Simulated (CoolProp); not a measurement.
Properties of hexamethyldisiloxane (MM) along the isobar 0.647 MPa.

Model: reference Helmholtz-energy equation of state, Thol 2016, in CoolProp.

```tsv
T (°C)	phase	cp (kJ/(kg K))	speed of sound (m/s)	Joule-Thomson coefficient (K/MPa)	fugacity coefficient
-46.25	liquid	1.750	1145	?	5.727e-5
-23.85	liquid	1.787	1058	-0.4751	0.0004140
-1.55	liquid	1.834	?	-0.4478	0.002009
20.85	liquid	?	894.9	?	0.007306
43.25	liquid	1.947	817.2	-0.3762	0.02115
65.65	liquid	2.009	741.4	-0.3299	0.05115
87.95	liquid	2.074	667.1	-0.2732	0.1069
110.35	liquid	2.143	?	-0.1994	0.1995
132.75	liquid	2.217	517.8	-0.09730	0.3385
155.05	liquid	2.300	440.4	0.05751	?
177.45	liquid	2.408	?	0.3338	0.7740
199.85	gas	2.082	127.1	15.97	?
222.25	gas	2.097	136.2	12.66	0.8616
244.55	gas	2.125	143.8	10.48	0.8816
```

**Question.** Some entries are withheld; supply them.

**Answer.** 
- -46.25, Joule-Thomson coefficient (K/MPa): -0.4970
- -1.55, speed of sound (m/s): 975.2
- 20.85, cp (kJ/(kg K)): 1.888
- 20.85, Joule-Thomson coefficient (K/MPa): -0.4149
- 110.35, speed of sound (m/s): 592.9
- 155.05, fugacity coefficient: 0.5290
- 177.45, speed of sound (m/s): 356.8
- 199.85, fugacity coefficient: 0.8369
